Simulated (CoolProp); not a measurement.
Vapour-liquid equilibrium of CH2F2 (R32) (1) + propane (2) at 35.05 °C; x and y are mole fractions of (1).

The numbers come from the multi-fluid Helmholtz-energy mixture model, Tillner-Roth 1997 and Lemmon 2009; pair parameters Bell 2016 in CoolProp.

### Question
Give the bubble pressure and the first vapour's composition at x = 0.05, 0.65, 0.8. Is there an azeotrope?

### Answer
x = 0.05: 1.520 MPa, y = 0.188; x = 0.65: 2.634 MPa, y = 0.666; x = 0.8: 2.597 MPa, y = 0.754. y crosses x between x = 0.65 and 0.8: the model has an azeotrope there.

The pair parameters rest on a limited set of measurements; away from them the model extrapolates. With so large a gap from Raoult's law the liquid may split in two, which this calculation doesn't test in full.
